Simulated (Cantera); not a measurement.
Feed: 1 mol CH2F2, 0.031 mol CH4, equilibrated at 10.0 mbar.

These are equilibrium values from Cantera (NASA tables, ideal gas, pure condensed phases), not measurements of a reactor. Candidate condensed phases: C, C6H6, C7H8, C8H18; 95 gas species. Rates play no part. All values below are at 2475 K.

Base state: HF 0.951, H 0.0290, H2 0.0166, F 0.00325, C2H2 (acetylene) 0.000161, CF 9.81e-5, C3 3.36e-5, C2H 1.92e-5 (mole fractions); condensed: C(graphite).

**Question.** What changes in the equilibrium state with this change: CH4 from 0.031 to 0.0068 mol?

**Answer.** 
| species | before | after |
|---|---|---|
| HF | 0.951 | 0.975 |
| H | 0.0290 | 0.0135 |
| F | 0.00325 | 0.00714 |
| H2 | 0.0166 | 0.00362 |
| CF2 | 1.43e-5 | 6.91e-5 |
| C2H2 (acetylene) | 0.000161 | 3.52e-5 |
| C(graphite), mol | 1.03 | 1.01 |
